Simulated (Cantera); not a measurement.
**Silicon oxide and oxynitride deposition: TEOS + N2O + H2**

Input: 1 mol TEOS, 3.6 mol N2O, 0.81 mol H2, held at 2023.15 K and 0.120 bar.

These are equilibrium values from Cantera (NASA tables, ideal gas, pure condensed phases), not measurements of a reactor. Candidate condensed phases: C, C6H6, C7H8, C8H18, H2O, Si, SiC, SiO2, Si2N2O, Si3N4; 151 gas species. The feed counts by its element totals alone. The numbers say what is thermodynamically allowed, not how fast it happens.

- x(H2) = 0.487
- x(CO) = 0.330
- x(N2) = 0.162
- x(SiO) = 0.0148
- x(H) = 0.00383
- x(HCN) = 0.00212
- x(HNC) = 0.000126
- x(C2H2 (acetylene)) = 9.54e-5
- x(Si) = 6.05e-5
- n(SiC(s)) = 0.672 mol
- gas amount = 22.05 mol
- log10 activity of C(graphite) (absent) = -0.33
- log10 activity of Si(l) (absent) = -0.89
